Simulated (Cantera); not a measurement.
A perfectly stirred reactor is fed with 69.0 % NH₃, 31.0 % N₂, at 0.132 atm; it is held at 2048 K, and followed from long to short residence time.

Model: the gas-phase N/H chemistry of the illustrative SiF4/NH3 mechanism in the Surface Chemkin manual (1991), integrated in Cantera. Walls and surfaces, which speed up NH3 decomposition in real reactors, are not modelled.

x: mole fraction; the columns are a selection and need not sum to one.

| τ (s) | x NH₃ | x H | x H₂ | x N₂H₂ | x N₂ | x N₂H₄ | x N |
|---|---|---|---|---|---|---|---|
| 1.0 | 0.0710 | 0.000739 | 0.548 | 4.25e-7 | 0.380 | ___ | 1.35e-6 |
| 0.58 | 0.113 | 0.000592 | 0.511 | 7.22e-7 | 0.375 | ___ | 1.33e-6 |
| 0.34 | 0.171 | 0.000466 | 0.460 | 1.17e-6 | 0.368 | ___ | 1.29e-6 |
| 0.20 | 0.246 | 0.000356 | 0.393 | 1.82e-6 | 0.360 | ___ | 1.23e-6 |
| 0.12 | 0.329 | 0.000264 | 0.319 | 2.63e-6 | 0.350 | ___ | 1.15e-6 |
| 0.068 | 0.425 | 0.000181 | 0.234 | 3.66e-6 | 0.340 | ___ | 1.03e-6 |
| 0.040 | 0.504 | 0.000122 | 0.164 | 4.63e-6 | 0.331 | ___ | 8.72e-7 |
| 0.023 | 0.570 | 7.80e-5 | 0.106 | 5.48e-6 | 0.323 | ___ | 6.81e-7 |
| 0.014 | 0.611 | 5.12e-5 | 0.0684 | 6.03e-6 | 0.319 | ___ | 5.02e-7 |
| 0.0079 | 0.644 | 3.09e-5 | 0.0399 | 6.38e-6 | 0.315 | 8.17e-8 | 3.19e-7 |
| 0.0046 | 0.662 | 1.87e-5 | 0.0232 | 6.41e-6 | 0.313 | 8.71e-8 | 1.92e-7 |

Question: What belongs in the gaps?

Answer: 
- 1.0, x N₂H₄: 3.37e-9
- 0.58, x N₂H₄: 6.30e-9
- 0.34, x N₂H₄: 1.10e-8
- 0.20, x N₂H₄: 1.81e-8
- 0.12, x N₂H₄: 2.71e-8
- 0.068, x N₂H₄: 3.89e-8
- 0.040, x N₂H₄: 5.07e-8
- 0.023, x N₂H₄: 6.26e-8
- 0.014, x N₂H₄: 7.24e-8
